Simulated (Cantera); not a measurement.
An adiabatic, constant-volume homogeneous reactor starts with 1.34 % C₃H₈, 16.8 % O₂, 63.1 % N₂, 18.8 % CO₂, equivalence ratio 0.40, at 1675 K and 500000 Pa.

Cantera simulation using GRI-Mech 3.0 (53 species, 325 reactions); the numbers are that mechanism's predictions, not measurements.

One state of this run: T (K) = 2405; P (bar) = 7.31; x C₃H₈ = <1e-12; x O₂ = 0.0999; x CO₂ = 0.219; x HCN = 2.36e-12; x CH₂ = <1e-12; x CO = 0.00560; x H₂O = 0.0506. x: mole fraction; the columns are a selection and need not sum to one.

Question: Which value of t (s) does it belong to?
A) 1.43e-5
B) 2.90e-5
C) 0.00102
D) 5.91e-5

Answer: C, 0.00102
